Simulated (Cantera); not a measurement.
Charge: 1 mol AlN, 8.7 mol Cl2, held at 1625 °C and 30.0 Pa.

Equilibrium computed with Cantera from the NASA thermochemical tables; the gas is ideal and each condensed phase is pure. Candidate condensed phases: Al, AlCl3, AlN; 11 gas species. The tables' values for AlCl2 are old estimates; treat these amounts as uncertain. Kinetics and transport are ignored.

Base state: Cl 0.906, AlCl3 0.0525, N2 0.0311, AlCl2 0.00727, AlCl 0.00244, Cl2 0.00103 (mole fractions); condensed: gas only.

**Question.** What changes in the equilibrium state with this change: pressure from 30.0 Pa to 100000 Pa?

**Answer.** 
```tsv
species	before	after
Cl2	0.00103	0.509
Cl	0.906	0.349
AlCl3	0.0525	0.0949
N2	0.0311	0.0474
AlCl	0.00244	2.67e-9
AlCl2	0.00727	1.02e-5
```
